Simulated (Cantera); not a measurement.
## Ti(OiPr)₄ + C₃H₈ (titanium nitride, carbide and oxide coatings)

Input: 1 mol Ti(OiPr)₄, 0.42 mol C₃H₈, equilibrated at 1525 K.

These are equilibrium values from Cantera (NASA tables, ideal gas, pure condensed phases), not measurements of a reactor. Candidate condensed phases: C, C₆H₆, C₇H₈, C₈H₁₈, H₂O, Ti, TiC, TiO, TiO₂, Ti₂O₃, Ti₃O₅, Ti₄O₇; 113 gas species. The feed counts by its element totals alone. TiC: taken at fixed stoichiometry. Rates play no part.

```csv
P (Pa),x H₂,x CO,x H,x CH₄,n C(graphite),n TiC(s)
10,0.795,0.203,0.00211,1.44e-7,8.26,1.00
37,0.796,0.203,0.00110,5.34e-7,8.26,1.00
140,0.796,0.203,0.000564,2.02e-6,8.26,1.00
520,0.796,0.203,0.000293,7.53e-6,8.26,1.00
1900,0.797,0.203,0.000153,2.75e-5,8.26,1.00
7200,0.797,0.203,7.87e-5,0.000104,8.26,1.00
27000,0.796,0.203,4.06e-5,0.000390,8.25,1.00
100000,0.795,0.203,2.11e-5,0.00144,8.24,1.00
```
x: gas mole fraction; n: condensed amount in mol.

From 10.0 Pa to 100000 Pa the condensed part is C(graphite) + TiC(s).
